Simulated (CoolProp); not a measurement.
The fluid at 472.82 K and 0.084 MPa is throttled through a valve to 0.0178 MPa with no heat exchange. The same conditions are run with several fluids, on thermodynamics alone (safety and materials aside).

Model: reference Helmholtz-energy equation of state of each fluid (n-undecane: Aleksandrov 2011; nitrous oxide: Lemmon 2006; n-decane: Lemmon 2006; oxygen: Schmidt 1985; n-nonane: Lemmon 2006), in CoolProp.

```csv
fluid,temperature change (K),final density (kg/m³)
n-undecane,-1.9,0.719
nitrous oxide,___,___
n-decane,-1.5,0.652
oxygen,___,0.145
n-nonane,___,0.586
```

**Question.** What belongs in the gaps?

**Answer.** 
- nitrous oxide, temperature change (K): -0.3
- nitrous oxide, final density (kg/m³): 0.199
- oxygen, temperature change (K): -0.1
- n-nonane, temperature change (K): -1.2

Above 300 K oxygen's equation is extrapolated.
